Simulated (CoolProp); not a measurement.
A single-stage vapour-compression cycle with cyclopentane: evaporating at 328.15 K (dew point), condensing at 370.15 K (bubble point), superheat 2 K, subcooling 8 K, compressor efficiency 0.65, no pressure losses. Each further row changes one setting.

Computed with CoolProp (reference Helmholtz-energy equation of state, Gedanitz 2015).

```json
[
 {"case": "as stated", "cooling COP": "4.61", "pressure ratio": "3.18", "discharge temperature (K)": "381.5", "refrigerating effect (kJ/kg)": "318", "volumetric capacity (kJ/m³)": "1030"},
 {"case": "evaporating temperature 333.15 K", "cooling COP": "5.41", "pressure ratio": "2.72", "discharge temperature (K)": "379.9", "refrigerating effect (kJ/kg)": "324", "volumetric capacity (kJ/m³)": "1210"},
 {"case": "condensing temperature 365.15 K", "cooling COP": "?", "pressure ratio": "2.82", "discharge temperature (K)": "?", "refrigerating effect (kJ/kg)": "328", "volumetric capacity (kJ/m³)": "1060"},
 {"case": "subcooling 13 K", "cooling COP": "4.77", "pressure ratio": "3.18", "discharge temperature (K)": "381.5", "refrigerating effect (kJ/kg)": "328", "volumetric capacity (kJ/m³)": "1060"},
 {"case": "superheat 12 K", "cooling COP": "4.65", "pressure ratio": "3.18", "discharge temperature (K)": "391.2", "refrigerating effect (kJ/kg)": "332", "volumetric capacity (kJ/m³)": "1040"},
 {"case": "compressor efficiency 0.55", "cooling COP": "?", "pressure ratio": "3.18", "discharge temperature (K)": "388.9", "refrigerating effect (kJ/kg)": "318", "volumetric capacity (kJ/m³)": "1030"}
]
```

Problem. Fill in the missing entries.

Solution. 
- condensing temperature 365.15 K, cooling COP: 5.34
- condensing temperature 365.15 K, discharge temperature (K): 376.2
- compressor efficiency 0.55, cooling COP: 3.90
